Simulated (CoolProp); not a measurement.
C2F6 (R116) along the isotherm 35.95 °C: fugacity coefficient from the reference equation and from simpler models built on Tc = 19.9 °C, pc = 3.048 MPa, ω = 0.257; each cubic takes its own stable root.

The numbers come from the reference Helmholtz-energy equation of state, Lemmon 2006 in CoolProp. It is a short technical equation, of lower accuracy than the large ones.

```
p (MPa)          phase  reference  van der Waals  Soave-Redlich-Kwong
-------  -------------  ---------  -------------  -------------------
0.0241             gas     0.9978         0.9979               0.9978
0.0354             gas     0.9968         0.9970               0.9967
0.0519             gas     0.9953         0.9956               0.9952
0.0762             gas     0.9931         0.9935               0.9929
0.112              gas     0.9898         0.9904               0.9896
0.164              gas     0.9851         0.9860               0.9848
0.241              gas     0.9782         0.9794               0.9776
0.354              gas        ___         0.9698               0.9672
0.519              gas        ___         0.9558               0.9521
0.762              gas     0.9314         0.9352                  ___
1.12               gas     0.8996            ___               0.8979
1.64               gas     0.8538         0.8611               0.8519
2.41               gas     0.7865            ___               0.7849
3.54     supercritical     0.6870         0.6937               0.6873
5.19     supercritical     0.5456         0.5512               0.5538
7.62     supercritical     0.4268            ___               0.4411
```

Q: What belongs in the gaps?

A: 
- 0.354, reference: 0.9680
- 0.519, reference: 0.9532
- 0.762, Soave-Redlich-Kwong: 0.9301
- 1.12, van der Waals: 0.9050
- 2.41, van der Waals: 0.7956
- 7.62, van der Waals: 0.4468
